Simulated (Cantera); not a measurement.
## Diamond growth

A diamond (100) surface in a fixed gas of H2 with x(CH4) = 0.0033, x(H) = 0.0002, x(CH3) = 0.00014, at 1398 K; coverages are run to steady state.

Detailed kinetics in Cantera: the Harris–Goodwin 1993 mechanism for the reconstructed diamond (100) surface.

```
P (Pa)  growth (µm/h)  θ c6HH  θ c6H*  θ c6*H   θ c6**
------  -------------  ------  ------  ------  -------
540          0.000396   0.586  0.0398   0.366  0.00831
910           0.00109   0.591  0.0393   0.361  0.00812
1500          0.00287   0.594  0.0390   0.358  0.00802
2600          0.00828   0.596  0.0388   0.357  0.00794
4400           0.0225   0.598  0.0387   0.356  0.00789
7400           0.0588   0.598  0.0387   0.355  0.00785
12000           0.139   0.598  0.0386   0.355  0.00782
21000           0.359   0.599  0.0386   0.354  0.00778
```
θ: site fractions in the mechanism's names (c6HH fully hydrogenated, c6H* and c6*H radical sites, c6** diradical, c6HM methylated).
